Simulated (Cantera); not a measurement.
Mixture: C3H8 : O2 : N2 = 1 : 4.55 : 17.1 (molar parts), equivalence ratio 1.1, at 17.0 bar, adiabatic and at constant volume. Ignition delay is the time to a rise of 400 K.

Computed with Cantera and GRI-Mech 3.0 (53 species, 325 reactions). GRI-Mech 3.0 was tuned for natural gas; its chemistry of propane as a main component is partial and can be far from experiment. The pressure lies above the range GRI-Mech 3.0 was tuned for (to about 10 atm).

Task: What does this change do: constant pressure in place of constant volume?

Result: 
```tsv
quantity	before	after
delay at 1250 K	0.461 ms	0.489 ms
delay at 1350 K	93.8 µs	0.102 ms
delay at 1450 K	24.0 µs	26.6 µs
delay at 1550 K	7.95 µs	8.96 µs
apparent activation energy between 1500 and 1600 K	200 kJ/mol	190 kJ/mol
```

Task: What does this change do: pressure from 17.0 bar to 5.20 bar?

Result: 
```json
[
 {"quantity": "delay at 1250 K", "before": "0.461 ms", "after": "0.971 ms"},
 {"quantity": "delay at 1350 K", "before": "93.8 µs", "after": "0.182 ms"},
 {"quantity": "delay at 1450 K", "before": "24.0 µs", "after": "46.6 µs"},
 {"quantity": "delay at 1550 K", "before": "7.95 µs", "after": "16.1 µs"},
 {"quantity": "apparent activation energy between 1500 and 1600 K", "before": "200 kJ/mol", "after": "190 kJ/mol"}
]
```
